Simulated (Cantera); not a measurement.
Input: 1 mol Si(CH3)4, 0.01 mol C3H8, 14 mol H2, equilibrated at 1050 °C and 0.133 bar.

Cantera equilibrium calculation (NASA polynomials, part measured and part estimated; ideal gas, pure solids and liquids). Candidate condensed phases: C, C6H6, C7H8, C8H18, Si, SiC; 87 gas species. Equilibrium is a limit: real reactors are often held back by kinetics, nucleation or transport.

Base state: H2 0.999, CH4 0.000904 (mole fractions); condensed: C(graphite) + SiC(s).

Q: What changes in the equilibrium state with this change: temperature from 1050 °C to 2300 °C?

A: 
```tsv
species	before	after
H2	0.999	0.872
H	4.35e-6	0.0879
Si	<1e-9	0.0172
C2H2 (acetylene)	8.26e-7	0.0127
SiC2	<1e-9	0.00546
Si2C	<1e-9	0.00294
SiH	<1e-9	0.00139
C(graphite), mol	3.01	2.83
SiC(s), mol	1.00	0.342
```
Gases not in the tables: Si2H6 and higher silanes.
